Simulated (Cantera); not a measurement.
An isothermal, constant-pressure homogeneous reactor starts with CH4 : N2 = 1 : 3.5 (molar parts), at 1273 K and 46000 Pa.

Computed with Cantera and GRI-Mech 3.0 (53 species, 325 reactions). GRI-Mech 3.0 stops at C3 and has no aromatics, soot or wall deposition, so with more carbon than oxygen in the feed, carbon stays in small species such as C2H2 where larger ones or solid carbon would form.

**Question.** Predict: x(CH4) at 100 s; x(C2H6) at 100 s; x(C2H2) at 100 s; x(H) at 100 s.

**Answer.** 
- x(CH4) at 100 s: 0.181 (gas-phase equilibrium 0.0787)
- x(C2H6) at 100 s: 5.99e-5 (gas-phase equilibrium 4.29e-5)
- x(C2H2) at 100 s: 0.0152 (gas-phase equilibrium 0.0257)
- x(H) at 100 s: 7.65e-8 (gas-phase equilibrium 4.37e-7)
